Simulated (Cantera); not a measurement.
## Ignition delay

Mixture: 6.38 % CH4, 19.6 % O2, 74.0 % N2, at 2.17 atm, adiabatic and at constant pressure. Ignition delay is the time to a rise of 400 K.

Model: GRI-Mech 3.0 (53 species, 325 reactions), integrated in Cantera.

| T0 (K) | delay (ms) |
|---|---|
| 1023 | 257 |
| 1098 | 78.5 |
| 1173 | 26.3 |
| 1248 | 9.54 |
| 1323 | 3.73 |
| 1398 | 1.57 |

| Item | Value |
|---|---|
| apparent activation energy between 1248 and 1398 K | 170 kJ/mol |
